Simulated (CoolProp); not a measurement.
n-pentane at 293.15 K and 0.0463 MPa flows at 1.3 m/s in a round tube of 100 mm bore and 1.5 µm roughness, fully developed (64/Re and Nu = 3.66 if laminar; Colebrook and Gnielinski if turbulent). Each further row changes one setting.

Computed with CoolProp (reference Helmholtz-energy equation of state, Thol 2019).

```
case              Reynolds number  Darcy friction factor  pressure drop (Pa/m)  heat-transfer coefficient (W/(m² K))  mass flow (kg/h)
----------------  ---------------  ---------------------  --------------------  ------------------------------------  ----------------
as stated                   27700                 0.0240                 0.284                                  9.80              51.6
velocity 2.6 m/s            55300                 0.0205                 0.972                                  16.9               103
diameter 200 mm             55300                 0.0205                 0.121                                  8.44               206
```

Viscosity comes from a separate model (Quiñones-Cisneros 2006), older than the equation that it now runs on, and unchecked against measurements. Thermal conductivity comes from a separate model (Vassiliou 2015).
